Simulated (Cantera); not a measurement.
Charge: 1 mol Si, 0.64 mol Cl₂, 5.7 mol H₂, 1.6 mol HCl, equilibrated at 128 Torr.

Cantera equilibrium calculation (NASA polynomials, part measured and part estimated; ideal gas, pure solids and liquids). Candidate condensed phases: Si; 19 gas species. Gases not in the tables: Si₂H₆ and higher silanes. Rates play no part.

Q: Which condensed phases are stable at each of these points (T (K)): 900, 1000, 1100, 1200, 1300, 1400, 1500, 1600, 1700?

A: 
```
T (K)  condensed phases  Si condensed (%)
-----  ----------------  ----------------
900               Si(s)              23.4
1000              Si(s)              25.1
1100              Si(s)              27.6
1200              Si(s)              29.7
1300              Si(s)              29.2
1400              Si(s)              25.3
1500              Si(s)              20.7
1600              Si(s)              17.5
1700              Si(l)              15.9
```

From 900 K to 1600 K the condensed part is Si(s). At 1700 K the condensed part is Si(l).
